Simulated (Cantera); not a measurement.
Stirred combustor or abatement burner

A perfectly stirred reactor is fed with CO : H2 : CH4 : O2 : N2 = 1 : 1.4 : 0.14 : 1.61 : 6.05 (molar parts), at 13500 Torr; it is adiabatic with a 823 K inlet, and is followed from long to short residence time, starting on the burning branch (τ in s: 0.077, 0.039, 0.02, 0.01, 0.0052, 0.0027, 0.0014, 0.0007, 0.00036, 0.00018, 9.3e-05, 4.7e-05, 2.4e-05).

Cantera simulation using GRI-Mech 3.0 (53 species, 325 reactions); the numbers are that mechanism's predictions, not measurements. The pressure lies above the range GRI-Mech 3.0 was tuned for (to about 10 atm).

| τ (s) | T (K) | x CO | x H2 | x CH4 | x C2H | x HCO | x C2H4 | x O |
|---|---|---|---|---|---|---|---|---|
| 0.077 | 2655 | 0.0156 | 0.00379 | 1.59e-8 | <1e-12 | 2.27e-8 | <1e-12 | 0.000940 |
| 0.039 | 2655 | 0.0156 | 0.00380 | 3.13e-8 | <1e-12 | 2.29e-8 | <1e-12 | 0.000942 |
| 0.020 | 2655 | 0.0156 | 0.00380 | 6.08e-8 | <1e-12 | 2.35e-8 | <1e-12 | 0.000946 |
| 0.010 | 2655 | 0.0156 | 0.00381 | 1.21e-7 | <1e-12 | 2.45e-8 | <1e-12 | 0.000952 |
| 0.0052 | 2655 | 0.0157 | 0.00382 | 2.31e-7 | <1e-12 | 2.65e-8 | <1e-12 | 0.000964 |
| 0.0027 | 2655 | 0.0158 | 0.00384 | 4.39e-7 | <1e-12 | 3.03e-8 | 2.33e-12 | 0.000985 |
| 0.0014 | 2654 | 0.0161 | 0.00389 | 8.28e-7 | <1e-12 | 3.76e-8 | 8.18e-12 | 0.00102 |
| 0.00070 | 2652 | 0.0165 | 0.00400 | 1.60e-6 | 1.37e-12 | 5.28e-8 | 2.99e-11 | 0.00108 |
| 0.00036 | 2645 | 0.0174 | 0.00421 | 2.98e-6 | 4.16e-12 | 8.16e-8 | 9.95e-11 | 0.00116 |
| 0.00018 | 2631 | 0.0191 | 0.00461 | 5.59e-6 | 1.27e-11 | 1.41e-7 | 3.27e-10 | 0.00130 |
| 9.3e-5 | 2606 | 0.0217 | 0.00527 | 9.94e-6 | 3.33e-11 | 2.52e-7 | 9.23e-10 | 0.00152 |
| 4.7e-5 | 2564 | 0.0257 | 0.00631 | 1.74e-5 | 7.80e-11 | 4.75e-7 | 2.37e-9 | 0.00190 |
| 2.4e-5 | 2507 | 0.0310 | 0.00776 | 2.97e-5 | 1.55e-10 | 9.04e-7 | 5.33e-9 | 0.00248 |
x: mole fraction; the columns are a selection and need not sum to one.
